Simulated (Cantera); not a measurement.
Low-pressure radical oxidation in H2/O2

An isothermal, constant-pressure homogeneous reactor starts with 29.3 % H₂, 68.2 % O₂, 2.52 % N₂, equivalence ratio 0.21, at 900 K and 3.75 Torr.

Model: GRI-Mech 3.0 (53 species, 325 reactions), integrated in Cantera. Radical loss at walls, strong at low pressure, is not modelled. Below about 950 K walls govern HO2 and H2O2 in real vessels. The temperature is held fixed by assumption; the heat of reaction is taken as removed at once.

| t (s) | x H₂ | x O₂ | x H₂O₂ | x HO₂ | x H |
|---|---|---|---|---|---|
| 0.000500 | 0.293 | 0.682 | <1e-12 | 1.74e-11 | 1.84e-11 |
| 0.00130 | 0.293 | 0.682 | <1e-12 | 4.57e-11 | 7.29e-11 |
| 0.00337 | 0.293 | 0.682 | <1e-12 | 1.30e-10 | 8.98e-10 |
| 0.00877 | 0.293 | 0.682 | 1.84e-12 | 5.82e-9 | 3.60e-7 |
| 0.0228 | 0.0943 | 0.602 | 1.10e-7 | 6.20e-6 | 0.107 |
| 0.0592 | 0.00655 | 0.617 | 2.05e-7 | 9.96e-6 | 0.0180 |
| 0.154 | 0.000596 | 0.626 | 2.23e-7 | 6.11e-6 | 0.000230 |
| 0.399 | 7.26e-5 | 0.627 | 1.28e-7 | 1.77e-6 | 6.54e-6 |
| 1.04 | 9.88e-6 | 0.627 | 5.79e-8 | 3.90e-7 | 3.96e-7 |
| 2.69 | 1.35e-6 | 0.627 | 2.57e-8 | 8.70e-8 | 3.51e-8 |
| 7.00 | 2.19e-7 | 0.627 | 1.19e-8 | 2.29e-8 | 4.36e-9 |
x: mole fraction; the columns are a selection and need not sum to one.

Equilibrium at this temperature and pressure: H₂ 1.97e-11, O₂ 0.627, H₂O₂ 1.31e-11, HO₂ 1.76e-10, H <1e-12 (gas phase only).
